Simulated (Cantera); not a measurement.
**Ti + C₃H₈ + H₂ + CH₄ (titanium nitride, carbide and oxide coatings)**

A closed system holds: 1 mol Ti, 0.28 mol C₃H₈, 200 mol H₂, 0.23 mol CH₄, equilibrated at 5000 Pa.

These are equilibrium values from Cantera (NASA tables, ideal gas, pure condensed phases), not measurements of a reactor. Candidate condensed phases: C, C₆H₆, C₇H₈, C₈H₁₈, Ti, TiC; 77 gas species. TiC: taken at fixed stoichiometry. Kinetics and transport are ignored.

| T (K) | x H₂ | x H | x CH₄ | x C₂H₂ (acetylene) | x Ti | x CH₃ | n TiC(s) | n C(graphite) |
|---|---|---|---|---|---|---|---|---|
| 1123 | 1.000 | 1.90e-7 | 0.000347 | 1.23e-9 | <1e-12 | 1.22e-9 | 1.00 | 0 |
| 1223 | 1.000 | 1.34e-6 | 0.000347 | 4.26e-8 | <1e-12 | 8.98e-9 | 1.00 | 0 |
| 1323 | 1.000 | 7.09e-6 | 0.000340 | 8.25e-7 | <1e-12 | 4.76e-8 | 1.00 | 0.00118 |
| 1423 | 1.000 | 2.97e-5 | 0.000190 | 3.43e-6 | <1e-12 | 1.14e-7 | 1.00 | 0.0302 |
| 1523 | 1.000 | 0.000103 | 0.000115 | 1.18e-5 | <1e-12 | 2.41e-7 | 1.00 | 0.0419 |
| 1623 | 1.000 | 0.000309 | 7.41e-5 | 3.48e-5 | 1.85e-12 | 4.66e-7 | 1.00 | 0.0409 |
| 1723 | 0.999 | 0.000815 | 5.02e-5 | 9.04e-5 | 2.98e-11 | 8.32e-7 | 1.00 | 0.0232 |
| 1823 | 0.998 | 0.00194 | 3.07e-5 | 0.000157 | 4.10e-10 | 1.20e-6 | 1.00 | 0 |
| 1923 | 0.996 | 0.00420 | 1.58e-5 | 0.000165 | 5.34e-9 | 1.33e-6 | 1.000 | 0 |
| 2023 | 0.991 | 0.00846 | 8.55e-6 | 0.000168 | 5.44e-8 | 1.44e-6 | 1.000 | 0 |
| 2123 | 0.984 | 0.0159 | 4.87e-6 | 0.000169 | 4.45e-7 | 1.53e-6 | 1.000 | 0 |
| 2223 | 0.972 | 0.0282 | 2.90e-6 | 0.000170 | 3.00e-6 | 1.61e-6 | 0.999 | 0 |
x: gas mole fraction; n: condensed amount in mol.

From 1123 K to 1223 K the condensed part is TiC(s). From 1323 K to 1723 K the condensed part is C(graphite) + TiC(s). From 1823 K to 2223 K the condensed part is TiC(s).
